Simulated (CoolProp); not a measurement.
Vapour-liquid equilibrium of R22 (1) + R152A (2) at 219.8 K; x and y are mole fractions of (1).

The numbers come from the multi-fluid Helmholtz-energy mixture model, Kamei 1995 and Outcalt 1996; pair parameters Bell 2016 in CoolProp.

Q: Give the bubble pressure and the first vapour's composition at x = 0.15, 0.35, 0.45. Is there an azeotrope?

A: x = 0.15: 0.2617 bar, y = 0.267; x = 0.35: 0.3153 bar, y = 0.539; x = 0.45: 0.3452 bar, y = 0.649. No azeotrope shows between x = 0.05 and 0.95.

Pair parameters are fitted to limited data, so mixtures are less certain than the pure fluids.
